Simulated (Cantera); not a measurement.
A closed system holds: 1 mol SiHCl3, 35 mol N2, equilibrated at 1200 K and 650 Pa.

Cantera equilibrium calculation (NASA polynomials, part measured and part estimated; ideal gas, pure solids and liquids). Candidate condensed phases: NH4Cl, Si, Si3N4; 28 gas species. N2 is the only nitrogen source here; it is nearly inert below about 1500 K, so the nitride shown seldom forms there in practice. The tables' values for SiCl3 are old estimates; treat these amounts as uncertain. Rates play no part.

Base state: N2 0.959, HCl 0.0257, SiCl4 0.0135, H2 0.000983, SiCl3 0.000818, SiCl2 0.000436, SiHCl3 1.40e-5 (mole fractions); condensed: Si3N4(s).

Problem. What changes in the equilibrium state with this change: SiHCl3 replaced by trisilylamine?

Solution. 
| species | before | after |
|---|---|---|
| N2 | 0.959 | 0.882 |
| H2 | 0.000983 | 0.118 |
| HCl | 0.0257 | 0 |
| SiCl4 | 0.0135 | 0 |
| SiCl3 | 0.000818 | 0 |
| SiCl2 | 0.000436 | 0 |
| SiHCl3 | 1.40e-5 | 0 |
| Si3N4(s), mol | 0.156 | 1.00 |
The feed counts by its element totals alone.
